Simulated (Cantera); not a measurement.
Feed: 1 mol Mg(OH)₂, 7.1 mol H₂O, at 1.33 mbar.

Method: chemical equilibrium by Gibbs-energy minimisation in Cantera with the NASA 1993 tables (ideal gas, pure condensed phases). Candidate condensed phases: H₂O, Mg, MgO, Mg(OH)₂; 15 gas species. Kinetics and transport are ignored.

Question: At 1748 K, list the 4 most abundant gas species with their mole fractions, and the condensed phases.

Answer: H₂O 0.979, H₂ 0.0120, O₂ 0.00530, OH 0.00326. Condensed: MgO(s).
